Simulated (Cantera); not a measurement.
Input (Python, Cantera) and output of one run.

```python
import numpy as np
import cantera as ct

gas_names = """
    C CO CO2 C2 C2O C3 C3O2 C4 C5 O O2 O3 Ta TaO TaO2
""".split()
cond_names = """
    C(gr) Ta(cr) Ta(L) TaC(s) TaC(L) Ta2O5(s) Ta2O5(L)
""".split()


# ... load() reads the species with a 1 bar reference pressure and builds the phases ...
atoms = {
    'Ta2O5': {'Ta': 2, 'O': 5},
    'CO': {'C': 1, 'O': 1},
}
top_T = {'C(gr)': 4500}  # K; cautious upper limits of use, not melting points


# ... equilibrate(T, P, feed) seeds the gas with the atoms and calls Mixture.equilibrate('TP', solver="vcs", rtol=1e-11, max_steps=5000) ...
results = []
feed = {'Ta2O5': 1, 'CO': 13}  # mol
T = 1448.15  # K
P = 41000  # Pa
mix = equilibrate(T, P, feed)
results.append((T, P, feed, dict(zip(mix.species_names, mix.species_moles))))
x = sorted(zip(gas.X, gas.species_names), reverse=True)
print(f"T = {T:g} K  P = {P:g} Pa  gas = {mix.phase_moles(0):.4g} mol")
print("   x: " + "  ".join(f"{s} {v:.3e}" for v, s in x if v > 0.0001))
print("   condensed (mol): " + ("  ".join(f"{mix.phase(i).name} {mix.phase_moles(i):.4g}"
      for i in range(1, mix.n_phases) if mix.phase_moles(i) > 1e-12) or "none"))
```

Result:

```
T = 1448.15 K  P = 41000 Pa  gas = 12.99 mol
   x: CO 9.984e-01  CO2 1.614e-03
   condensed (mol): TaC(s) 0.005993  Ta2O5(s) 0.997
```

Method: chemical equilibrium by Gibbs-energy minimisation in Cantera with the NASA 1993 tables (ideal gas, pure condensed phases). Mutual solubility and eutectic melting of coexisting phases are not modelled. TaC: taken at fixed stoichiometry. Condensed phases not in the tables: Ta2C.
